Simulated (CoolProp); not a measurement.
Vapour-liquid equilibrium of carbon dioxide (1) + ethane (2) at 3.11 MPa; x and y are mole fractions of (1).

The numbers come from the multi-fluid Helmholtz-energy mixture model, Span 1996 and Bücker 2006; pair parameters Kunz 2012 in CoolProp.

Problem. Give the bubble temperature and the first vapour's composition at x = 0.05, 0.5, 0.95. Is there an azeotrope?

Solution. x = 0.05: 280.9 K, y = 0.089; x = 0.5: 265.1 K, y = 0.569; x = 0.95: 267.0 K, y = 0.921. y crosses x between x = 0.65 and 0.8: the model has an azeotrope there.

Pair parameters are fitted to limited data, so mixtures are less certain than the pure fluids.
